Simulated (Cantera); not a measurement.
A Cantera script and its output.

```python
import numpy as np
import cantera as ct

gas = ct.Solution("gri30.yaml")
gas.TPX = 973, 24000, {'CH4': 1, 'C2H6': 0.18, 'C3H8': 0.096, 'O2': 2.83, 'N2': 21.2, 'H2O': 0.97}
reactor = ct.IdealGasReactor(gas, energy="on", clone=False)
net = ct.ReactorNet([reactor])
net.rtol, net.atol = 1e-08, 1e-16
show = ['CH4', 'C2H6', 'C3H8', 'CH2CO', 'O2', 'O', 'HCO']
times = np.geomspace(2e-06, 2, 10)

steps = ct.SolutionArray(gas, extra=["t"])
rows = []
print(f"{'t/s':>10s}{'T/K':>9s}{'P/Pa':>11s}" + "".join(f"{s:>11s}" for s in show))
for t in times:
    while net.time < t:
        t_next = net.step()
        steps.append(gas.state, t=t_next)
    rows.append([np.interp(t, steps.t, y) for y in (steps.T, steps.P, *steps(*show).X.T)])
    print(f"{t:10.3e}{rows[-1][0]:9.1f}{rows[-1][1]:11.4g}" + "".join(f"{x:11.3e}" for x in rows[-1][2:]))
rate = np.gradient(steps.T, steps.t)
print("integrator steps:", len(steps.t))
if steps.T.max() > steps.T[0] + 200:
    print(f"time of steepest temperature rise: {steps.t[rate.argmax()]:.4e} s")
gas.TPX = 973, 24000, {'CH4': 1, 'C2H6': 0.18, 'C3H8': 0.096, 'O2': 2.83, 'N2': 21.2, 'H2O': 0.97}
gas.equilibrate("UV")
print(f"equilibrium (UV): T = {gas.T:.1f} K  " + "  ".join(f"{s} {gas[s].X[0]:.3e}" for s in show))
```

It prints:

```
       t/s      T/K       P/Pa        CH4       C2H6       C3H8      CH2CO         O2          O        HCO
 2.000e-06    973.0    2.4e+04  3.806e-02  6.850e-03  3.654e-03  1.055e-28  1.077e-01  2.429e-16  2.463e-24
 9.283e-06    973.0    2.4e+04  3.806e-02  6.850e-03  3.654e-03  3.603e-25  1.077e-01  1.325e-14  6.780e-23
 4.309e-05    973.0    2.4e+04  3.806e-02  6.850e-03  3.654e-03  1.027e-21  1.077e-01  2.418e-13  1.720e-21
 2.000e-04    973.0    2.4e+04  3.806e-02  6.850e-03  3.654e-03  3.695e-19  1.077e-01  4.806e-13  3.899e-20
 9.283e-04    973.0    2.4e+04  3.806e-02  6.850e-03  3.654e-03  3.698e-17  1.077e-01  6.311e-13  8.501e-19
 4.309e-03    973.0    2.4e+04  3.806e-02  6.850e-03  3.653e-03  3.942e-15  1.077e-01  1.311e-12  2.004e-17
 2.000e-02    973.0    2.4e+04  3.806e-02  6.850e-03  3.653e-03  4.773e-13  1.077e-01  4.978e-12  6.159e-16
 9.283e-02    973.0    2.4e+04  3.806e-02  6.847e-03  3.651e-03  1.666e-10  1.077e-01  7.862e-11  9.470e-14
 4.309e-01    989.3  2.445e+04  3.679e-02  5.727e-03  2.965e-03  1.688e-05  1.053e-01  1.922e-08  3.996e-09
 2.000e+00   2291.2  5.777e+04  2.435e-16  1.753e-31  3.146e-46  5.850e-19  1.460e-03  2.386e-04  2.277e-09
integrator steps: 2532
time of steepest temperature rise: 5.0037e-01 s
equilibrium (UV): T = 2291.2 K  CH4 2.977e-16  C2H6 2.404e-31  C3H8 4.382e-46  CH2CO 6.510e-19  O2 1.460e-03  O 2.386e-04  HCO 2.277e-09
```

Model: GRI-Mech 3.0 (53 species, 325 reactions), integrated in Cantera. Below about 1000 K GRI-Mech 3.0 lacks low-temperature oxidation paths.
